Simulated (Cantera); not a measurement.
Feed: 1 mol CsOH, 1.6 mol H2O, at 3600 Pa.

Cantera equilibrium calculation (NASA polynomials, part measured and part estimated; ideal gas, pure solids and liquids). Candidate condensed phases: Cs, CsOH, H2O; 15 gas species. Kinetics and transport are ignored.

### Question
At 1223 K, list the 6 most abundant gas species with their mole fractions, and the condensed phases.

### Answer
H2O 0.616, CsOH 0.383, Cs2(OH)2 0.000678, Cs 9.94e-5, O2 3.02e-5, H2 1.20e-5. Condensed: gas only.
